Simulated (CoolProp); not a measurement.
Properties of propane along the isobar 2590 kPa.

The numbers come from the reference Helmholtz-energy equation of state, Lemmon 2009 in CoolProp.

```json
[
 {"T (K)": "356.6", "phase": "gas", "cv (kJ/(kg K))": "1.902", "speed of sound (m/s)": "205.2", "Joule-Thomson coefficient (K/MPa)": "14.65", "isothermal compressibility (1/MPa)": "0.6233", "expansivity (1/kK)": "9.003"},
 {"T (K)": "382.9", "phase": "gas", "cv (kJ/(kg K))": "1.954", "speed of sound (m/s)": "232.3", "Joule-Thomson coefficient (K/MPa)": "10.32", "isothermal compressibility (1/MPa)": "0.5137", "expansivity (1/kK)": "5.666"},
 {"T (K)": "409.3", "phase": "gas", "cv (kJ/(kg K))": "2.039", "speed of sound (m/s)": "252.1", "Joule-Thomson coefficient (K/MPa)": "7.903", "isothermal compressibility (1/MPa)": "0.4704", "expansivity (1/kK)": "4.341"},
 {"T (K)": "435.6", "phase": "gas", "cv (kJ/(kg K))": "2.134", "speed of sound (m/s)": "268.3", "Joule-Thomson coefficient (K/MPa)": "6.322", "isothermal compressibility (1/MPa)": "0.4467", "expansivity (1/kK)": "3.600"},
 {"T (K)": "461.9", "phase": "gas", "cv (kJ/(kg K))": "2.233", "speed of sound (m/s)": "282.3", "Joule-Thomson coefficient (K/MPa)": "5.204", "isothermal compressibility (1/MPa)": "0.4316", "expansivity (1/kK)": "3.116"},
 {"T (K)": "488.3", "phase": "gas", "cv (kJ/(kg K))": "2.333", "speed of sound (m/s)": "294.9", "Joule-Thomson coefficient (K/MPa)": "4.371", "isothermal compressibility (1/MPa)": "0.4213", "expansivity (1/kK)": "2.768"},
 {"T (K)": "514.6", "phase": "gas", "cv (kJ/(kg K))": "2.430", "speed of sound (m/s)": "306.4", "Joule-Thomson coefficient (K/MPa)": "3.735", "isothermal compressibility (1/MPa)": "0.4138", "expansivity (1/kK)": "2.505"},
 {"T (K)": "541", "phase": "gas", "cv (kJ/(kg K))": "2.527", "speed of sound (m/s)": "317.1", "Joule-Thomson coefficient (K/MPa)": "3.229", "isothermal compressibility (1/MPa)": "0.4081", "expansivity (1/kK)": "2.295"},
 {"T (K)": "567.3", "phase": "gas", "cv (kJ/(kg K))": "2.620", "speed of sound (m/s)": "327.1", "Joule-Thomson coefficient (K/MPa)": "2.822", "isothermal compressibility (1/MPa)": "0.4037", "expansivity (1/kK)": "2.125"},
 {"T (K)": "593.7", "phase": "gas", "cv (kJ/(kg K))": "2.710", "speed of sound (m/s)": "336.7", "Joule-Thomson coefficient (K/MPa)": "2.486", "isothermal compressibility (1/MPa)": "0.4001", "expansivity (1/kK)": "1.981"},
 {"T (K)": "620", "phase": "gas", "cv (kJ/(kg K))": "2.797", "speed of sound (m/s)": "345.7", "Joule-Thomson coefficient (K/MPa)": "2.205", "isothermal compressibility (1/MPa)": "0.3973", "expansivity (1/kK)": "1.859"}
]
```
